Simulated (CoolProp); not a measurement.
Model: reference Helmholtz-energy equation of state, Tillner-Roth 1997, in CoolProp.

**Question.** For CH2F2 (R32), give the phase and the cp (kJ/(kg K)), conductivity (mW/(m K)) at 355 K and 0.00914 MPa; 355 K and 0.0474 MPa; 355 K and 2.89 MPa.

**Answer.** 
- 355 K and 0.00914 MPa: gas; cp 0.915, conductivity 18.3
- 355 K and 0.0474 MPa: gas; cp 0.919, conductivity 18.3
- 355 K and 2.89 MPa: gas; cp 1.36, conductivity 23.3

Thermal conductivity comes from a separate model (Huber 2003), an estimate that may be off by 10 % or more.
